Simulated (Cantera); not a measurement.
Input (Python, Cantera) and output of one run.

```python
import numpy as np
import cantera as ct

gas_names = [...]  # 110 gases of nasa_gas.yaml made of C, H, O
cond_names = """
    C(gr) C6H6(L) C7H8(L) C8H18(L),n-octa H2O(s) H2O(L)
""".split()


# ... load() reads the species with a 1 bar reference pressure and builds the phases ...
atoms = {
    'acetone': {'C': 3, 'H': 6, 'O': 1},
    'H2O': {'H': 2, 'O': 1},
}
top_T = {'C(gr)': 4500}  # K; cautious upper limits of use, not melting points


# ... equilibrate(T, P, feed) seeds the gas with the atoms and calls Mixture.equilibrate('TP', solver="vcs", rtol=1e-11, max_steps=5000) ...
results = []
feed = {'acetone': 1, 'H2O': 0.11}  # mol
P = 65000  # Pa
for T in [2398, 2498, 2598, 2698, 2798, 2898, 2998]:
    mix = equilibrate(T, P, feed)
    results.append((T, P, feed, dict(zip(mix.species_names, mix.species_moles))))
    x = sorted(zip(gas.X, gas.species_names), reverse=True)
    print(f"T = {T:g} K  P = {P:g} Pa  gas = {mix.phase_moles(0):.4g} mol")
    print("   x: " + "  ".join(f"{s} {v:.3e}" for v, s in x if v > 0.0001))
    print("   condensed (mol): " + ("  ".join(f"{mix.phase(i).name} {mix.phase_moles(i):.4g}"
          for i in range(1, mix.n_phases) if mix.phase_moles(i) > 1e-12) or "none"))
```

Output:

```
T = 2398 K  P = 65000 Pa  gas = 4.255 mol
   x: H2 7.175e-01  CO 2.609e-01  H 1.655e-02  C2H2,acetylene 4.956e-03
   condensed (mol): C(gr) 1.847
T = 2498 K  P = 65000 Pa  gas = 4.275 mol
   x: H2 7.067e-01  CO 2.596e-01  H 2.598e-02  C2H2,acetylene 7.580e-03
   condensed (mol): C(gr) 1.824
T = 2598 K  P = 65000 Pa  gas = 4.304 mol
   x: H2 6.915e-01  CO 2.579e-01  H 3.927e-02  C2H2,acetylene 1.113e-02
   condensed (mol): C(gr) 1.792
T = 2698 K  P = 65000 Pa  gas = 4.345 mol
   x: H2 6.711e-01  CO 2.555e-01  H 5.730e-02  C2H2,acetylene 1.571e-02  C4H2 1.528e-04  C2H 1.419e-04
   condensed (mol): C(gr) 1.749
T = 2798 K  P = 65000 Pa  gas = 4.399 mol
   x: H2 6.445e-01  CO 2.523e-01  H 8.091e-02  C2H2,acetylene 2.136e-02  C2H 3.372e-04  C4H2 2.946e-04
   condensed (mol): C(gr) 1.692
T = 2898 K  P = 65000 Pa  gas = 4.47 mol
   x: H2 6.113e-01  CO 2.483e-01  H 1.107e-01  C2H2,acetylene 2.798e-02  C2H 7.485e-04  C4H2 5.339e-04  C3 1.555e-04
   condensed (mol): C(gr) 1.62
T = 2998 K  P = 65000 Pa  gas = 4.562 mol
   x: H2 5.709e-01  CO 2.433e-01  H 1.471e-01  C2H2,acetylene 3.531e-02  C2H 1.559e-03  C4H2 9.111e-04  C3 4.698e-04  C2H2,vinylidene 1.108e-04
   condensed (mol): C(gr) 1.527
```

These are equilibrium values from Cantera (NASA tables, ideal gas, pure condensed phases), not measurements of a reactor. The feed counts by its element totals alone.
